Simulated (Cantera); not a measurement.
Stirred combustor or abatement burner

A perfectly stirred reactor is fed with 5.45 % CH4, 19.8 % O2, 74.7 % N2, equivalence ratio 0.55, at 2780 Torr; it is adiabatic with a 625 K inlet, and is followed from long to short residence time, starting on the burning branch (τ in s: 0.21, 0.086, 0.036, 0.015, 0.0062, 0.0026, 0.0011, 0.00044, 0.00018, 7.5e-05, 3.1e-05, 1.3e-05, 5.4e-06).

Cantera simulation using GRI-Mech 3.0 (53 species, 325 reactions); the numbers are that mechanism's predictions, not measurements.

```
τ (s)    T (K)     x CH4    x O2    x N2O    x C2H2    x NO2
-------  -----  --------  ------  -------  --------  -------
0.21      1832   2.89e-6  0.0893  4.01e-7  2.32e-10  1.21e-7
0.086     1831   6.06e-6  0.0893  5.06e-7  8.49e-10  7.73e-8
0.036     1829   1.17e-5  0.0893  6.96e-7   2.35e-9  6.14e-8
0.015     1827   2.16e-5  0.0894  9.97e-7   5.27e-9  5.67e-8
0.0062    1822   3.91e-5  0.0895  1.38e-6   1.02e-8  5.47e-8
0.0026    1813   6.97e-5  0.0897  1.70e-6   1.75e-8  4.96e-8
0.0011    1799  0.000125  0.0903  1.80e-6   2.84e-8  3.98e-8
0.00044   1773  0.000244  0.0915  1.64e-6   4.88e-8  2.79e-8
0.00018   1726  0.000530  0.0942  1.28e-6   1.03e-7  1.77e-8
7.5e-5     625    0.0545   0.198   <1e-12    <1e-12   <1e-12
3.1e-5     625    0.0545   0.198   <1e-12    <1e-12   <1e-12
1.3e-5     625    0.0545   0.198   <1e-12    <1e-12   <1e-12
5.4e-6     625    0.0545   0.198   <1e-12    <1e-12   <1e-12
```
x: mole fraction; the columns are a selection and need not sum to one.
